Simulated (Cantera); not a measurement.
## SiCl4 + HCl + H2 (chlorosilane synthesis and conversion)

Feed: 1 mol SiCl4, 1.7 mol HCl, 7.9 mol H2, held at 0.560 bar.

Cantera equilibrium calculation (NASA polynomials, part measured and part estimated; ideal gas, pure solids and liquids). Candidate condensed phases: Si; 19 gas species. The tables' values for SiCl3 are old estimates; treat these amounts as uncertain. The numbers say what is thermodynamically allowed, not how fast it happens.

```tsv
T (°C)	log p H2	log p HCl	log p SiCl4	log p SiHCl3	log p SiCl3
327	-0.38	-1.05	-1.28	-5.17	-10.48
427	-0.38	-1.05	-1.28	-4.30	-8.27
527	-0.38	-1.05	-1.28	-3.66	-6.63
627	-0.38	-1.04	-1.28	-3.17	-5.36
727	-0.38	-1.04	-1.29	-2.79	-4.35
827	-0.38	-1.03	-1.31	-2.49	-3.55
927	-0.39	-1.01	-1.34	-2.28	-2.92
```
log p: log10 of the partial pressure in bar; nothing condenses.

From 327 °C to 927 °C nothing is condensed. The main Si-bearing gas is SiCl4 throughout.
